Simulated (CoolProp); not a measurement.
Model: reference Helmholtz-energy equation of state, Thol 2015, in CoolProp.

For octamethylcyclotetrasiloxane (D4), give the phase and the speed of sound (m/s), expansivity (1/kK), fugacity coefficient at 433 K and 15 bar.


- 433 K and 15 bar: liquid; speed of sound 528, expansivity 1.63, fugacity coefficient 0.0487
